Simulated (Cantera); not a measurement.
A Cantera script and its output.

```python
import numpy as np
import cantera as ct

gas = ct.Solution("h2o2.yaml")
gas.TPX = 575, 140000, {'H2': 1, 'O2': 0.185, 'N2': 0.696}
flame = ct.FreeFlame(gas, width=0.032)
flame.set_refine_criteria(ratio=3, slope=0.08, curve=0.16)
flame.transport_model = "mixture-averaged"
flame.solve(loglevel=0, auto=True)
z, T = flame.grid, flame.T
thick = (T[-1] - T[0]) / np.gradient(T, z).max()
show = ['H2', 'O2', 'O', 'HO2', 'H2O', 'H2O2']
print(f"laminar burning velocity  {flame.velocity[0] * 100:.3f} cm/s")
print(f"burnt temperature         {T[-1]:.1f} K")
print(f"thermal thickness         {thick * 1e3:.4f} mm")
print(f"grid points               {len(z)}")
z0 = z[flame.heat_release_rate.argmax()]
print(f"{'z/mm':>9s}{'T/K':>9s}{'u/(m/s)':>9s}" + "".join(f"{s:>11s}" for s in show))
rows = []
for k in (-3, -2, -1.5, -1, -0.5, -0.25, 0, 0.25, 0.5, 1, 2, 4, 8):
    zz = z0 + k * thick
    rows.append([k * thick, np.interp(zz, z, T), np.interp(zz, z, flame.velocity),
                 *(np.interp(zz, z, flame.X[gas.species_index(s)]) for s in show)])
    print(f"{rows[-1][0] * 1e3:9.3f}{rows[-1][1]:9.1f}{rows[-1][2]:9.3f}" + "".join(f"{x:11.3e}" for x in rows[-1][3:]))
```

Result:

```
laminar burning velocity  769.346 cm/s
burnt temperature         2057.4 K
thermal thickness         0.3033 mm
grid points               126
     z/mm      T/K  u/(m/s)         H2         O2          O        HO2        H2O       H2O2
   -0.910    575.0    7.693  5.316e-01  9.835e-02  1.071e-15  2.570e-12  1.901e-12  3.397e-15
   -0.607    575.0    7.693  5.316e-01  9.835e-02  4.490e-13  3.264e-10  1.782e-10  4.418e-13
   -0.455    575.0    7.693  5.316e-01  9.835e-02  1.319e-11  6.564e-09  3.048e-09  9.229e-12
   -0.303    575.1    7.695  5.316e-01  9.836e-02  4.584e-09  1.099e-06  4.757e-07  2.493e-09
   -0.152    609.2    8.096  5.269e-01  9.822e-02  1.419e-05  2.926e-04  1.505e-03  5.944e-06
   -0.076    830.1   10.775  4.978e-01  9.180e-02  2.186e-04  1.913e-04  2.109e-02  1.076e-05
    0.000   1188.6   15.038  4.227e-01  6.266e-02  1.539e-03  8.370e-05  8.574e-02  1.811e-06
    0.076   1443.4   18.154  3.503e-01  2.042e-02  1.622e-03  2.576e-05  1.675e-01  6.429e-07
    0.152   1557.2   19.524  3.281e-01  4.329e-03  6.767e-04  5.255e-06  1.994e-01  3.119e-07
    0.303   1657.0   20.653  3.289e-01  3.092e-04  3.042e-04  3.619e-07  2.086e-01  1.930e-07
    0.607   1754.3   21.710  3.377e-01  6.263e-05  2.111e-04  8.560e-08  2.107e-01  1.250e-07
    1.213   1848.3   22.710  3.469e-01  3.475e-05  1.276e-04  5.158e-08  2.125e-01  6.870e-08
    2.427   1926.9   23.529  3.548e-01  1.716e-05  6.403e-05  2.822e-08  2.143e-01  3.320e-08
```

Computed with Cantera and the H2/O2 subset of GRI-Mech 3.0, which has no nitrogen chemistry. Burning velocities carry a grid error of a few per cent, more on coarse grids.
